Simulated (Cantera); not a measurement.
Feed: 1 mol NaOH, 0.28 mol CO2, 2.9 mol H2, 3.1 mol H2O, held at 1600 K and 3.70 mbar.

Method: chemical equilibrium by Gibbs-energy minimisation in Cantera with the NASA 1993 tables (ideal gas, pure condensed phases). Candidate condensed phases: C, C6H6, C7H8, C8H18, H2O, Na, NaOH, NaO2, Na2CO3, Na2O, Na2O2; 117 gas species. The numbers say what is thermodynamically allowed, not how fast it happens.

Base state: H2O 0.544, H2 0.290, Na 0.122, CO 0.0222, CO2 0.0139, NaOH 0.00656, H 0.000482, OH 3.54e-5 (mole fractions); condensed: gas only.

Task: What changes in the equilibrium state with this change: NaOH replaced by Na2SO4?

Result: 
| species | before | after |
|---|---|---|
| H2O | 0.544 | 0.556 |
| Na | 0.122 | 0.198 |
| SO2 | 0 | 0.102 |
| H2 | 0.290 | 0.0872 |
| NaOH | 0.00656 | 0.0198 |
| CO | 0.0222 | 0.00977 |
| CO2 | 0.0139 | 0.0207 |
| SO | 0 | 0.00384 |
| S2 | 0 | 0.00125 |
Further candidate phases: H2SO4, Na2S, Na2SO4, S.

Task: What changes in the equilibrium state with this change: NaOH replaced by Mg(OH)2?

Result: 
```json
[
 {"species": "H2O", "before": "0.544", "after": "0.588"},
 {"species": "H2", "before": "0.290", "after": "0.373"},
 {"species": "CO", "before": "0.0222", "after": "0.0252"},
 {"species": "Na", "before": "0.122", "after": "0"},
 {"species": "CO2", "before": "0.0139", "after": "0.0132"},
 {"species": "NaOH", "before": "0.00656", "after": "0"},
 {"species": "NaH", "before": "2.29e-5", "after": "0"},
 {"species": "MgO(s), mol", "before": "0", "after": "1.000"}
]
```
Further candidate phases: Mg, MgCO3, MgO, Mg(OH)2.

Task: What changes in the equilibrium state with this change: temperature from 1600 K to 2023 K?

Result: 
```json
[
 {"species": "H2O", "before": "0.544", "after": "0.541"},
 {"species": "H2", "before": "0.290", "after": "0.276"},
 {"species": "Na", "before": "0.122", "after": "0.124"},
 {"species": "H", "before": "0.000482", "after": "0.0164"},
 {"species": "NaOH", "before": "0.00656", "after": "0.00299"},
 {"species": "CO2", "before": "0.0139", "after": "0.0105"},
 {"species": "CO", "before": "0.0222", "after": "0.0251"},
 {"species": "O", "before": "4.88e-8", "after": "0.000145"},
 {"species": "O2", "before": "4.18e-8", "after": "0.000122"},
 {"species": "OH", "before": "3.54e-5", "after": "0.00335"}
]
```
